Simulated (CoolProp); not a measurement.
Vapour-liquid equilibrium of 1-butene (1) + acetone (2) at 0.0145 MPa; x and y are mole fractions of (1).

The numbers come from the multi-fluid Helmholtz-energy mixture model, Lemmon 2005 and Lemmon 2006; pair parameters Bell 2016 in CoolProp.

```tsv
x	bubble temperature, mixture model (°C)	bubble temperature, Raoult's law (°C)	y, mixture model	y, Raoult's law
0.05	[?]	-1.1	0.776	0.426
0.15	-35.9	-14.3	0.940	0.758
0.25	-41.8	-22.8	[?]	0.874
0.35	-44.0	-28.8	0.971	0.927
0.45	[?]	-33.3	0.973	0.955
0.55	-44.9	-36.9	0.974	0.972
0.65	-45.0	-39.9	0.974	0.982
0.75	-45.2	-42.4	0.976	0.990
0.85	-45.8	-44.6	0.980	0.995
0.95	-46.8	-46.5	0.990	0.999
```

Question: What belongs in the gaps?

Answer: 
- 0.05, bubble temperature, mixture model (°C): -17.7
- 0.25, y, mixture model: 0.964
- 0.45, bubble temperature, mixture model (°C): -44.8

The largest gap from Raoult's law is -21.6 K in bubble temperature, at x = 0.15. No azeotrope shows between x = 0.05 and 0.95.

The pair parameters rest on a limited set of measurements; away from them the model extrapolates. With so large a gap from Raoult's law the liquid may split in two, which this calculation doesn't test in full.
